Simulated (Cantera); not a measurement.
# Ignition delay

Mixture: H2 : O2 : N2 = 1 : 0.312 : 1.17 (molar parts), equivalence ratio 1.6, at 460000 Pa, adiabatic and at constant pressure. Ignition delay is the time to a rise of 400 K.

Detailed kinetics in Cantera: the H2/O2 subset of GRI-Mech 3.0, which has no nitrogen chemistry. The hydrogen kinetics of GRI-Mech 3.0 are dated; newer H2 mechanisms differ, most at raised pressure. Below about 950 K walls govern HO2 and H2O2 in real vessels.

| T0 (K) | delay (ms) |
|---|---|
| 900 | 144 |
| 1000 | 9.12 |
| 1100 | 0.376 |
| 1200 | 0.0173 |
| 1300 | 0.00752 |
| 1400 | 0.00457 |
| 1500 | 0.00318 |

| Item | Value |
|---|---|
| apparent activation energy between 1300 and 1500 K | 70 kJ/mol |
